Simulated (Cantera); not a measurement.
What does this Cantera script print?

```python
import numpy as np
import cantera as ct

gas_names = """
    H HNO HNO2 HNO3 HO2 H2 H2O H2O2 N NH NH2 NH3 NH2OH NO NO2 NO3 N2 N2H2 N2H4 N2O O OH O2 O3
""".split()
cond_names = """
    H2O(s) H2O(L)
""".split()


def load(file, names, dense=False):
    # The tables refer to 1 bar. Condensed volumes are neglected.
    table = {s.name: s for s in ct.Species.list_from_file(file)}
    out = []
    for n in names:
        d = dict(table[n].input_data)
        d["thermo"] = dict(d["thermo"], **{"reference-pressure": 1e5})
        if dense:
            d["equation-of-state"] = {"model": "constant-volume", "density": "1e6 g/cm^3"}
        out.append(ct.Species.from_dict(d))
    return out


gas = ct.Solution(thermo="ideal-gas", species=load("nasa_gas.yaml", gas_names))
cond = {s.name: ct.Solution(thermo="fixed-stoichiometry", species=[s], name=s.name)
        for s in load("nasa_condensed.yaml", cond_names, dense=True)}
atoms = {
    'N2O': {'N': 2, 'O': 1},
    'O2': {'O': 2},
    'N2': {'N': 2},
    'H2O': {'H': 2, 'O': 1},
}
top_T = {}  # K; cautious upper limits of use, not melting points


def equilibrate(T, P, feed):
    n = {}
    for name, mol in feed.items():
        for a, k in atoms[name].items():
            n[a] = n.get(a, 0.0) + k * mol
    gas.TPX = T, P, n
    mass = sum(n.values()) * gas.mean_molecular_weight
    gas.equilibrate("TP")
    valid = [c for c in cond.values() if c.min_temp <= T <= top_T.get(c.name, c.max_temp)]
    mix = ct.Mixture([(gas, mass / gas.mean_molecular_weight)] + [(c, 0.0) for c in valid])
    mix.T, mix.P = T, P
    mix.equilibrate("TP", solver="vcs", rtol=1e-11, max_steps=5000)
    return mix


results = []
T = 1750  # K
P = 3000000  # Pa
for m in [3, 3.8, 4.8, 6.1, 7.7, 9.7, 12, 15, 19, 25, 31, 39, 49]:
    feed = {'N2O': 1, 'O2': 0.031, 'N2': m, 'H2O': 0.26}  # mol
    mix = equilibrate(T, P, feed)
    results.append((T, P, feed, dict(zip(mix.species_names, mix.species_moles))))
    x = sorted(zip(gas.X, gas.species_names), reverse=True)
    print(f"T = {T:g} K  P = {P:g} Pa  n(N2) = {m:g} mol  gas = {mix.phase_moles(0):.4g} mol")
    print("   x: " + "  ".join(f"{s} {v:.3e}" for v, s in x if v > 0.0001))
    print("   condensed (mol): " + ("  ".join(f"{mix.phase(i).name} {mix.phase_moles(i):.4g}"
          for i in range(1, mix.n_phases) if mix.phase_moles(i) > 1e-12) or "none"))
```

Result:

```
T = 1750 K  P = 3e+06 Pa  n(N2) = 3 mol  gas = 4.791 mol
   x: N2 8.336e-01  O2 1.095e-01  H2O 5.420e-02  NO 2.592e-03  OH 1.351e-04
   condensed (mol): none
T = 1750 K  P = 3e+06 Pa  n(N2) = 3.8 mol  gas = 5.591 mol
   x: N2 8.573e-01  O2 9.370e-02  H2O 4.644e-02  NO 2.432e-03  OH 1.203e-04
   condensed (mol): none
T = 1750 K  P = 3e+06 Pa  n(N2) = 4.8 mol  gas = 6.591 mol
   x: N2 8.788e-01  O2 7.938e-02  H2O 3.939e-02  NO 2.266e-03  OH 1.063e-04
   condensed (mol): none
T = 1750 K  P = 3e+06 Pa  n(N2) = 6.1 mol  gas = 7.891 mol
   x: N2 8.987e-01  O2 6.620e-02  H2O 3.290e-02  NO 2.093e-03
   condensed (mol): none
T = 1750 K  P = 3e+06 Pa  n(N2) = 7.7 mol  gas = 9.491 mol
   x: N2 9.157e-01  O2 5.495e-02  H2O 2.735e-02  NO 1.924e-03
   condensed (mol): none
T = 1750 K  P = 3e+06 Pa  n(N2) = 9.7 mol  gas = 11.49 mol
   x: N2 9.303e-01  O2 4.530e-02  H2O 2.259e-02  NO 1.761e-03
   condensed (mol): none
T = 1750 K  P = 3e+06 Pa  n(N2) = 12 mol  gas = 13.79 mol
   x: N2 9.418e-01  O2 3.767e-02  H2O 1.882e-02  NO 1.616e-03
   condensed (mol): none
T = 1750 K  P = 3e+06 Pa  n(N2) = 15 mol  gas = 16.79 mol
   x: N2 9.521e-01  O2 3.087e-02  H2O 1.546e-02  NO 1.471e-03
   condensed (mol): none
T = 1750 K  P = 3e+06 Pa  n(N2) = 19 mol  gas = 20.79 mol
   x: N2 9.613e-01  O2 2.486e-02  H2O 1.248e-02  NO 1.326e-03
   condensed (mol): none
T = 1750 K  P = 3e+06 Pa  n(N2) = 25 mol  gas = 26.79 mol
   x: N2 9.699e-01  O2 1.922e-02  H2O 9.686e-03  NO 1.171e-03
   condensed (mol): none
T = 1750 K  P = 3e+06 Pa  n(N2) = 31 mol  gas = 32.79 mol
   x: N2 9.753e-01  O2 1.565e-02  H2O 7.913e-03  NO 1.060e-03
   condensed (mol): none
T = 1750 K  P = 3e+06 Pa  n(N2) = 39 mol  gas = 40.79 mol
   x: N2 9.801e-01  O2 1.253e-02  H2O 6.360e-03  NO 9.508e-04
   condensed (mol): none
T = 1750 K  P = 3e+06 Pa  n(N2) = 49 mol  gas = 50.79 mol
   x: N2 9.840e-01  O2 1.002e-02  H2O 5.107e-03  NO 8.519e-04
   condensed (mol): none
```

Equilibrium computed with Cantera from the NASA thermochemical tables; the gas is ideal and each condensed phase is pure.
